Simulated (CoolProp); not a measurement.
The numbers come from the reference Helmholtz-energy equation of state, Wu 2012 in CoolProp.

**Question.** For fluoroethane (R161), give the phase and the cp (kJ/(kg K)) at 139.55 °C and 0.0934 MPa; 139.55 °C and 0.484 MPa; 139.55 °C and 2.5 MPa.

**Answer.** 
- 139.55 °C and 0.0934 MPa: gas; cp 1.59
- 139.55 °C and 0.484 MPa: gas; cp 1.61
- 139.55 °C and 2.5 MPa: gas; cp 1.82
